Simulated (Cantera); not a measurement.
Feed: 1 mol HF, 0.015 mol SO₂, 1.3 mol H₂O, at 3150 K and 28.0 mbar.

Cantera equilibrium calculation (NASA polynomials, part measured and part estimated; ideal gas, pure solids and liquids). Candidate condensed phases: H₂O, H₂SO₄, S; 43 gas species. Kinetics and transport are ignored.

Base state: H 0.390, HF 0.232, O 0.183, H₂ 0.0709, OH 0.0553, O₂ 0.0274, H₂O 0.0271, F 0.0102 (mole fractions); condensed: gas only.

### Question
What changes in the equilibrium state with this change: temperature from 3150 K to 1398 K?

### Answer
| species | before | after |
|---|---|---|
| H₂O | 0.0271 | 0.561 |
| HF | 0.232 | 0.432 |
| SO₂ | 0.000435 | 0.00648 |
| H | 0.390 | 3.66e-7 |
| O | 0.183 | 4.82e-8 |
| F | 0.0102 | 1.18e-8 |
| OH | 0.0553 | 2.42e-5 |
| H₂ | 0.0709 | 0.000167 |
| O₂ | 0.0274 | 7.74e-5 |
| S | 0.00140 | <1e-9 |
| SH | 5.80e-5 | <1e-9 |

### Question
What changes in the equilibrium state with this change: 0.49 mol O₂ added?

### Answer
| species | before | after |
|---|---|---|
| H | 0.390 | 0.326 |
| O | 0.183 | 0.264 |
| HF | 0.232 | 0.196 |
| O₂ | 0.0274 | 0.0573 |
| H₂ | 0.0709 | 0.0495 |
| OH | 0.0553 | 0.0667 |
| H₂O | 0.0271 | 0.0273 |
| F | 0.0102 | 0.0103 |
| SH | 5.80e-5 | 3.06e-5 |
| S | 0.00140 | 0.000886 |
